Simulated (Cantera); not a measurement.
# Thermodynamics of hydrogen reduction and annealing atmospheres, feed Al2O3 + H2

Charge: 1 mol Al2O3, 3.9 mol H2, equilibrated at 1727 °C.

Equilibrium computed with Cantera from the NASA thermochemical tables; the gas is ideal and each condensed phase is pure. Candidate condensed phases: Al, Al2O3, H2O; 19 gas species. The tables' values for AlOH are old estimates; treat these amounts as uncertain. Kinetics and transport are ignored.

From 10.0 Pa to 10.0 bar the condensed part is Al2O3(s). The main Al-bearing gas is Al at 10.0 Pa and Al2O at 10.0 bar.

```json
[
 {"P (Pa)": "10", "x H2": "0.845", "x H": "0.150", "x H2O": "0.00303", "x Al": "0.00183", "x Al2O": "0.000144", "x AlOH": "9.06e-5", "x OH": "5.36e-5", "n Al2O3(s)": "0.995"},
 {"P (Pa)": "36", "x H2": "0.915", "x H": "0.0820", "x H2O": "0.00194", "x Al": "0.00112", "x Al2O": "0.000115", "x AlOH": "6.47e-5", "x OH": "1.73e-5", "n Al2O3(s)": "0.997"},
 {"P (Pa)": "130", "x H2": "0.954", "x H": "0.0441", "x H2O": "0.00121", "x Al": "0.000669", "x Al2O": "8.86e-5", "x AlOH": "4.49e-5", "x OH": "5.58e-6", "n Al2O3(s)": "0.998"},
 {"P (Pa)": "460", "x H2": "0.975", "x H": "0.0237", "x H2O": "0.000755", "x Al": "0.000397", "x Al2O": "6.72e-5", "x AlOH": "3.09e-5", "x OH": "1.83e-6", "n Al2O3(s)": "0.999"},
 {"P (Pa)": "1700", "x H2": "0.987", "x H": "0.0124", "x H2O": "0.000463", "x Al": "0.000228", "x Al2O": "4.95e-5", "x AlOH": "2.08e-5", "x OH": "5.80e-7", "n Al2O3(s)": "0.999"},
 {"P (Pa)": "6000", "x H2": "0.993", "x H": "0.00662", "x H2O": "0.000290", "x Al": "0.000131", "x Al2O": "3.62e-5", "x AlOH": "1.41e-5", "x OH": "1.93e-7", "n Al2O3(s)": "1.000"},
 {"P (Pa)": "22000", "x H2": "0.996", "x H": "0.00346", "x H2O": "0.000180", "x Al": "7.33e-5", "x Al2O": "2.57e-5", "x AlOH": "9.34e-6", "x OH": "6.26e-8", "n Al2O3(s)": "1.000"},
 {"P (Pa)": "77000", "x H2": "0.998", "x H": "0.00185", "x H2O": "0.000116", "x Al": "4.10e-5", "x Al2O": "1.80e-5", "x AlOH": "6.25e-6", "x OH": "2.14e-8", "n Al2O3(s)": "1.000"},
 {"P (Pa)": "280000", "x H2": "0.999", "x H": "0.000971", "x H2O": "7.42e-5", "x Al": "2.19e-5", "x Al2O": "1.20e-5", "x AlOH": "4.09e-6", "x OH": "7.21e-9", "n Al2O3(s)": "1.000"},
 {"P (Pa)": "1000000", "x H2": "0.999", "x H": "0.000514", "x H2O": "4.90e-5", "x Al": "1.14e-5", "x Al2O": "7.70e-6", "x AlOH": "2.66e-6", "x OH": "2.52e-9", "n Al2O3(s)": "1.000"}
]
```
x: gas mole fraction; n: condensed amount in mol.
